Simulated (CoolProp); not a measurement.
A Linde-Hampson liquefier for methane: isothermal reversible compression at 300 K from 1 atm to 15 MPa, throttling to 1 atm, return gas leaving the recuperator 0 K below the feed. Each further row changes one setting.

The numbers come from the reference Helmholtz-energy equation of state, Setzmann 1991 in CoolProp.

```
case                        liquid yield per pass  compression work (kJ/kg of gas)
--------------------------  ---------------------  -------------------------------
as stated                                   0.158                              742
high pressure 30 MPa                        0.235                              833
warm-end temperature 330 K                  0.118                              829
warm-end gap 5 K                            0.147                              742
```
